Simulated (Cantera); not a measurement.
Cantera run:

```python
import numpy as np
import cantera as ct

gas_names = [...]  # 62 gases of nasa_gas.yaml made of B, F, H, N, O
cond_names = """
    B(b) B(L) BN(s) B2O3(L) B3O3H3(cr) H2O(s) H2O(L)
""".split()


# ... load() reads the species with a 1 bar reference pressure and builds the phases ...
atoms = {
    'BF3': {'B': 1, 'F': 3},
    'H2O': {'H': 2, 'O': 1},
    'N2': {'N': 2},
}
top_T = {'BN(s)': 3200}  # K; cautious upper limits of use, not melting points


# ... equilibrate(T, P, feed) seeds the gas with the atoms and calls Mixture.equilibrate('TP', solver="vcs", rtol=1e-11, max_steps=5000) ...
results = []
feed = {'BF3': 1, 'H2O': 2, 'N2': 0.1}  # mol
T = 1473  # K
P = 260  # Pa
mix = equilibrate(T, P, feed)
results.append((T, P, feed, dict(zip(mix.species_names, mix.species_moles))))
print(gas.report(threshold=0.0001))
for i in range(1, mix.n_phases):
    print(f"{mix.phase(i).name:16s} {mix.phase_moles(i):12.5e} mol")
```

Output:

```
       temperature   1473 K
          pressure   260 Pa
           density   0.00055644 kg/m^3
  mean mol. weight   26.211 kg/kmol
   phase of matter   gas

                          1 kg             1 kmol
                     ---------------   ---------------
          enthalpy        -1.135e+07       -2.9749e+08  J
   internal energy       -1.1817e+07       -3.0974e+08  J
           entropy             11837        3.1026e+05  J/K
    Gibbs function       -2.8786e+07       -7.5451e+08  J
 heat capacity c_p            1631.2             42755  J/K
 heat capacity c_v              1314             34441  J/K

                      mass frac. Y      mole frac. X     chem. pot. / RT
                     ---------------   ---------------   ---------------
               BF3          0.020481         0.0079172           -140.25
               BOF           0.36149           0.20684           -88.436
              B2O3        0.00038294        0.00014418           -125.05
              HBO2           0.05119          0.030622           -89.233
                HF           0.38674           0.50667           -52.616
                H2        3.2238e-05        0.00041914            -32.28
               H2O           0.15292           0.22249           -53.413
                N2          0.026268          0.024577           -35.615
                O2        0.00022695         0.0001859           -42.267
     [  +53 minor]        0.00027378          0.000135

B(b)              0.00000e+00 mol
BN(s)             0.00000e+00 mol
B2O3(L)           0.00000e+00 mol
B3O3H3(cr)        0.00000e+00 mol
```

These are equilibrium values from Cantera (NASA tables, ideal gas, pure condensed phases), not measurements of a reactor. Gases not in the tables: H3BO3.
